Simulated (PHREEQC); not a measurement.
Nickel, zinc or cadmium bath

Solution (20 °C): 0.012 mol/kgw ZnSO4. Closed to the air; pH follows from the charge balance.

The numbers come from PHREEQC with the ion-association model, phreeqc.dat.

This is a speciation only: nothing precipitates in the calculation.

Estimate the pH, ionic strength.

pH 5.81; ionic strength 0.0319 mol/kgw.

In which forms is S present?

SO4-2 64 %, ZnSO4 32 %, Zn(SO4)2-2 4.2 % of the S.
